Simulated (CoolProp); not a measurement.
Vapour-liquid equilibrium of ammonia (1) + benzene (2) at 314.5 K; x and y are mole fractions of (1).

Computed with CoolProp (multi-fluid Helmholtz-energy mixture model, Gao 2020 and Thol 2012; pair parameters Bell 2016).

Question: Give the bubble pressure and the first vapour's composition at x = 0.125, 0.2, 0.275. Is there an azeotrope?

Answer: x = 0.125: 472.2 kPa, y = 0.945; x = 0.2: 690.7 kPa, y = 0.962; x = 0.275: 860.9 kPa, y = 0.970. No azeotrope shows between x = 0.05 and 0.95.

Pair parameters are fitted to limited data, so mixtures are less certain than the pure fluids. With so large a gap from Raoult's law the liquid may split in two, which this calculation doesn't test in full.
